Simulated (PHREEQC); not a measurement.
A solution holds 0.49 mol Na2SO4, 0.057 mol MgSO4 and 0.44 mol KBr per kg of water, at 20 °C. Closed to the air; pH follows from the charge balance.

Model: Pitzer model, pitzer.dat, run in PHREEQC.

Each row changes one thing in this solution. Precipitation was switched off in this run.

| case | pH | HSO4- (mol/kgw) | SI of Mirabilite (Na2SO4:10H2O) | SI of Arcanite (K2SO4) |
|---|---|---|---|---|
| as made | 7.15 | 2.95e-7 | -0.83 | -0.98 |
| diluted 100-fold with water | 7.12 | 2.19e-8 | -5.20 | … |
| MgSO4 replaced by H2SO4 at the same molality | 1.67 | 0.0794 | -0.85 | -1.01 |
| MgSO4 from 0.057 to 0.0513 mol/kgw | 7.16 | 2.86e-7 | -0.83 | -0.98 |
| diluted 5-fold with water | 7.22 | 1.32e-7 | … | -2.33 |
| Na2SO4 from 0.49 to 0.245 mol/kgw | 7.09 | 2.39e-7 | -1.44 | -1.01 |

Q: What belongs in the gaps?

A: 
- diluted 100-fold with water, SI of Arcanite (K2SO4): -5.41
- diluted 5-fold with water, SI of Mirabilite (Na2SO4:10H2O): -2.11
